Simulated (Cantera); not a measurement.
Source: NASA polynomial tables (part measured, part estimated), evaluated in Cantera. Values are per mole of reaction as written; species without (g) are pure solids or liquids, kept so even where they would boil at 1 bar. ZrN: taken at fixed stoichiometry.

2 ZrN + 5 H₂O₂(g) ⇌ 2 ZrO₂ + 5 H₂O(g) + N₂O(g)

```csv
T (K),ΔH° (kJ),ΔS° (J/K),ΔG° (kJ),log10 K,condensed phases
300,-1910.4,14.6,-1914.8,333.38,"ZrN(s), ZrO₂(monoclinic)"
2400,___,___,___,___,"ZrN(s), ZrO₂(tetragonal)"
2450,-1916.5,22.6,-1971.8,42.04,"ZrN(s), ZrO₂(tetragonal)"
2500,-1917.8,22.0,-1972.9,41.22,"ZrN(s), ZrO₂(tetragonal)"
2550,-1919.2,21.5,-1974.0,40.43,"ZrN(s), ZrO₂(tetragonal)"
2600,-1920.6,20.9,-1975.1,39.68,"ZrN(s), ZrO₂(tetragonal)"
2650,-1922.0,20.4,-1976.1,38.95,"ZrN(s), ZrO₂(s)"
2700,___,___,___,___,"ZrN(s), ZrO₂(s)"
2750,-1924.9,19.3,-1978.1,37.57,"ZrN(s), ZrO₂(s)"
2800,-1926.4,18.8,-1979.0,36.92,"ZrN(s), ZrO₂(s)"
2850,-1927.9,18.3,-1980.0,36.29,"ZrN(s), ZrO₂(s)"
2900,-1929.5,17.7,-1980.9,35.68,"ZrN(s), ZrO₂(s)"
```

### Question
Some entries are withheld; supply them.

### Answer

- 2400, ΔH° (kJ): -1915.2
- 2400, ΔS° (J/K): 23.1
- 2400, ΔG° (kJ): -1970.7
- 2400, log10 K: 42.89
- 2700, ΔH° (kJ): -1923.5
- 2700, ΔS° (J/K): 19.9
- 2700, ΔG° (kJ): -1977.1
- 2700, log10 K: 38.25
